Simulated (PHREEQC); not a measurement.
Consider water at 25 °C with 160 mmol/kgw ZnCl2, 0.44 mmol/kgw MnSO4 and 0.84 mmol/kgw KHSO4. Closed to the air; pH follows from the charge balance.

All values are PHREEQC results (ion-association model, wateq4f.dat), not measurements.

```
Quantity                  Result
-----------------  -------------
pH                          3.19
ionic strength     0.417 mol/kgw
activity of water          0.992
total alkalinity   -0.840 meq/kg
```

```json
[
 {"species": "Cl-", "molality": "0.284", "activity": "0.186", "log γ": "-0.183"},
 {"species": "Zn+2", "molality": "0.129", "activity": "0.0340", "log γ": "-0.580"},
 {"species": "ZnCl+", "molality": "0.0257", "activity": "0.0171", "log γ": "-0.178"},
 {"species": "ZnCl2", "molality": "0.00302", "activity": "0.00333", "log γ": "0.042"},
 {"species": "ZnCl3-", "molality": "0.00105", "activity": "0.000696", "log γ": "-0.178"},
 {"species": "K+", "molality": "0.000839", "activity": "0.000551", "log γ": "-0.183"},
 {"species": "H+", "molality": "0.000830", "activity": "0.000640", "log γ": "-0.113"}
]
```

Precipitation was switched off in this run.
